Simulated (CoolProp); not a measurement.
The numbers come from the reference Helmholtz-energy equation of state, Lemmon 2006 in CoolProp. It is a short technical equation, of lower accuracy than the large ones.

**Question.** Give the vapour pressure (kPa), liquid cp (kJ/(kg K)), surface tension (mN/m), liquid viscosity (µPa s) of saturated toluene at 120.05, 186.25, 208.35 °C.

**Answer.** 
```
T (°C)  p (kPa)  liquid cp (kJ/(kg K))  surface tension (mN/m)  liquid viscosity (µPa s)
------  -------  ---------------------  ----------------------  ------------------------
120.05      132                   2.04                    16.8                       232
186.25      583                   2.31                    9.98                       150
208.35      868                   2.42                    7.88                       131
```

Viscosity comes from a separate model (Avgeri 2015). Surface tension comes from a separate correlation (Mulero 2012).
